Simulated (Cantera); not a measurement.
## Low-pressure radical oxidation in H2/O2

An isothermal, constant-pressure homogeneous reactor starts with H2 : O2 = 0.031 : 1 (molar parts), equivalence ratio 0.015, at 1200 K and 0.00622 atm.

Cantera simulation using the H2/O2 subset of GRI-Mech 3.0, which has no nitrogen chemistry; the numbers are that mechanism's predictions, not measurements. Radical loss at walls, strong at low pressure, is not modelled.

| t (s) | x H2 | x O2 | x H2O2 | x OH | x HO2 | x O |
|---|---|---|---|---|---|---|
| 4.00e-5 | 0.0301 | 0.970 | <1e-12 | 9.33e-11 | 5.06e-10 | 9.60e-11 |
| 0.000155 | 0.0301 | 0.970 | <1e-12 | 9.45e-10 | 1.96e-9 | 1.05e-9 |
| 0.000599 | 0.0301 | 0.970 | 2.59e-12 | 8.25e-9 | 7.59e-9 | 1.11e-8 |
| 0.00232 | 0.0301 | 0.970 | 3.86e-11 | 5.25e-7 | 3.05e-8 | 7.78e-7 |
| 0.00896 | 0.00222 | 0.947 | 6.72e-8 | 0.00368 | 1.39e-6 | 0.0185 |
| 0.0346 | 0.000314 | 0.946 | 2.51e-8 | 0.00212 | 1.08e-6 | 0.0210 |
| 0.134 | 0.000229 | 0.953 | 2.54e-8 | 0.00182 | 9.77e-7 | 0.0149 |
| 0.518 | 8.63e-5 | 0.963 | 2.31e-8 | 0.00112 | 6.60e-7 | 0.00544 |
| 2.00 | 1.25e-5 | 0.968 | 1.36e-8 | 0.000428 | 2.34e-7 | 0.000779 |
| 7.76 | 1.22e-6 | 0.969 | 4.29e-9 | 0.000134 | 4.40e-8 | 7.55e-5 |
| 30.0 | 1.42e-7 | 0.969 | 9.59e-10 | 4.59e-5 | 8.05e-9 | 8.85e-6 |
x: mole fraction; the columns are a selection and need not sum to one.

Equilibrium at this temperature and pressure: H2 5.00e-9, O2 0.969, H2O2 5.71e-11, OH 8.63e-6, HO2 6.57e-9, O 3.13e-7 (gas phase only).
